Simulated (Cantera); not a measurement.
Charge: 1 mol HgO, 0.078 mol H₂, held at 948 K and 2.20 mbar.

Method: chemical equilibrium by Gibbs-energy minimisation in Cantera with the NASA 1993 tables (ideal gas, pure condensed phases). Candidate condensed phases: H₂O, Hg, HgO; 10 gas species. Kinetics and transport are ignored.

Base state: Hg 0.650, O₂ 0.300, H₂O 0.0507 (mole fractions); condensed: gas only.

**Question.** What changes in the equilibrium state with this change: H₂ from 0.078 to 0.048 mol?

**Answer.** 
| species | before | after |
|---|---|---|
| Hg | 0.650 | 0.656 |
| O₂ | 0.300 | 0.312 |
| H₂O | 0.0507 | 0.0315 |
